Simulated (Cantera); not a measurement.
Cantera run:

```python
import numpy as np
import cantera as ct

gas_names = """
    CL CL2 H HCL H2 Si SiCL SiCL2 SiCL3 SiCL4 SiH SiHCL3 SiH2 SiH2CL2 SiH3 SiH3CL SiH4 Si2 Si3
""".split()
cond_names = """
    Si(cr) Si(L)
""".split()


# ... load() reads the species with a 1 bar reference pressure and builds the phases ...
atoms = {
    'SiCl4': {'Si': 1, 'CL': 4},
    'Cl2': {'CL': 2},
    'H2': {'H': 2},
}
top_T = {}  # K; cautious upper limits of use, not melting points


# ... equilibrate(T, P, feed) seeds the gas with the atoms and calls Mixture.equilibrate('TP', solver="vcs", rtol=1e-11, max_steps=5000) ...
results = []
feed = {'SiCl4': 1, 'Cl2': 2, 'H2': 9}  # mol
P = 95000  # Pa
for T in [1023, 1073, 1123, 1173, 1223, 1273, 1323, 1373, 1423]:
    mix = equilibrate(T, P, feed)
    results.append((T, P, feed, dict(zip(mix.species_names, mix.species_moles))))

top = {s: max(r[3][s] / sum(r[3][g] for g in gas_names) for r in results) for s in gas_names}
cols = sorted((s for s in top if top[s] > 1e-06), key=lambda s: -top[s])[:6]
seen = [c for c in cond_names if any(r[3].get(c, 0) > 1e-12 for r in results)]
print("log10 of partial pressures in bar; condensed amounts in mol")
print(f"{'T/K':>10s}" + "".join(f"{s[:9]:>10s}" for s in cols + seen))
for T, P, feed, n in results:
    ng = sum(n[g] for g in gas_names)
    print(f"{T:10.4g}" + "".join(f"{np.log10(max(n[s] / ng * P / 1e5, 1e-99)):10.3f}" for s in cols)
          + "".join(f"{n.get(c, 0):10.4g}" for c in seen))
```

Result:

```
log10 of partial pressures in bar; condensed amounts in mol
       T/K        H2       HCL     SiCL4     SiCL3    SiHCL3     SiCL2
      1023    -0.257    -0.498    -1.108    -4.445    -2.940    -6.458
      1073    -0.258    -0.497    -1.111    -4.035    -2.784    -5.754
      1123    -0.258    -0.496    -1.115    -3.663    -2.644    -5.117
      1173    -0.259    -0.495    -1.121    -3.327    -2.519    -4.539
      1223    -0.260    -0.493    -1.130    -3.023    -2.408    -4.014
      1273    -0.262    -0.490    -1.142    -2.749    -2.312    -3.539
      1323    -0.264    -0.486    -1.160    -2.504    -2.233    -3.110
      1373    -0.267    -0.480    -1.187    -2.291    -2.173    -2.730
      1423    -0.272    -0.472    -1.226    -2.112    -2.137    -2.400
```

Method: chemical equilibrium by Gibbs-energy minimisation in Cantera with the NASA 1993 tables (ideal gas, pure condensed phases). The tables' values for SiCl3 are old estimates; treat these amounts as uncertain.
